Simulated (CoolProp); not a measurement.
Saturated liquid density (kg/m³) of R1234yf: the reference equation beside estimates from Tc = 367.8 K, pc = 3384 kPa, ω = 0.276. Rackett uses Z = 0.29056 − 0.08775 ω.

The numbers come from the reference Helmholtz-energy equation of state, Lemmon 2022 in CoolProp.

| T (K) | reference | Rackett | Peng-Robinson |
|---|---|---|---|
| 192.2 | 1399 | 1383 | 1398 |
| 205 | 1366 | 1352 | 1371 |
| 217.8 | 1333 | 1319 | 1343 |
| 230.6 | 1299 | 1286 | 1311 |
| 243.4 | 1264 | 1251 | 1277 |
| 256.2 | 1227 | 1214 | 1239 |
| 269 | 1189 | 1176 | 1197 |
| 281.8 | 1148 | 1135 | 1150 |
| 294.6 | 1105 | 1091 | 1098 |
| 307.4 | 1057 | 1044 | 1038 |
| 320.2 | 1003 | 990.9 | 969.0 |
| 333.1 | 940.8 | 929.8 | 886.7 |

Absolute difference from the reference over all 12 rows, mean and median: Rackett 1.1 and 1.1 %, Peng-Robinson 1.4 and 0.8 %.
